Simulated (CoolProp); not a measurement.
Vapour-liquid equilibrium of R22 (1) + n-hexane (2) at 0.38 bar; x and y are mole fractions of (1).

Values from CoolProp's multi-fluid Helmholtz-energy mixture model, Kamei 1995 and Thol 2019; pair parameters Bell 2016.

**Question.** Give the bubble temperature and the first vapour's composition at x = 0.05, 0.2, 0.5. Is there an azeotrope?

**Answer.** x = 0.05: 267.2 K, y = 0.888; x = 0.2: 233.1 K, y = 0.990; x = 0.5: 220.3 K, y = 0.997. No azeotrope shows between x = 0.05 and 0.95.

Pair parameters are fitted to limited data, so mixtures are less certain than the pure fluids. With so large a gap from Raoult's law the liquid may split in two, which this calculation doesn't test in full.
